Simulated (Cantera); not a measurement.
A closed system holds: 1 mol SiHCl₃, 0.25 mol HCl, 56 mol N₂, at 18.0 mbar.

Method: chemical equilibrium by Gibbs-energy minimisation in Cantera with the NASA 1993 tables (ideal gas, pure condensed phases). Candidate condensed phases: NH₄Cl, Si, Si₃N₄; 28 gas species. N₂ is the only nitrogen source here; it is nearly inert below about 1500 K, so the nitride shown seldom forms there in practice. The tables' values for SiCl₃ are old estimates; treat these amounts as uncertain. Rates play no part.

x: gas mole fraction; n: condensed amount in mol.

```tsv
T (°C)	x N₂	x HCl	x SiCl₂	x SiCl₄	n Si₃N₄(s)
852	0.970	0.0199	2.34e-5	0.00907	0.157
902	0.970	0.0200	8.31e-5	0.00890	0.156
952	0.970	0.0200	0.000263	0.00860	0.153
1002	0.969	0.0201	0.000743	0.00802	0.147
1052	0.969	0.0200	0.00187	___	0.133
1102	0.967	0.0199	0.00411	___	0.108
1152	0.966	0.0195	0.00764	___	0.0705
1202	0.964	0.0189	0.0117	___	0.0291
1252	0.963	0.0182	0.0146	___	0
1302	0.963	0.0188	0.0151	___	0
1352	0.962	0.0192	0.0155	___	0
1402	0.962	0.0195	0.0158	___	0
1452	0.962	0.0196	0.0161	___	0
```

Q: Some entries are withheld; supply them.

A: 
- 1052, x SiCl₄: 0.00700
- 1102, x SiCl₄: 0.00540
- 1152, x SiCl₄: 0.00340
- 1202, x SiCl₄: 0.00164
- 1252, x SiCl₄: 0.000703
- 1302, x SiCl₄: 0.000464
- 1352, x SiCl₄: 0.000302
- 1402, x SiCl₄: 0.000190
- 1452, x SiCl₄: 0.000113
